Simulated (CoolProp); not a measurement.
The numbers come from the reference Helmholtz-energy equation of state, Zhou 2011 in CoolProp.

**Question.** For dimethyl carbonate, give the phase and the Z, cp (kJ/(kg K)), Joule-Thomson coefficient (K/MPa), isothermal compressibility (1/MPa) at 600 K and 19600 kPa; 600 K and 29500 kPa.

**Answer.** 
- 600 K and 19600 kPa: supercritical; Z 0.554, cp 2.61, Joule-Thomson coefficient 0.585, isothermal compressibility 0.0137
- 600 K and 29500 kPa: supercritical; Z 0.758, cp 2.43, Joule-Thomson coefficient 0.174, isothermal compressibility 0.00701
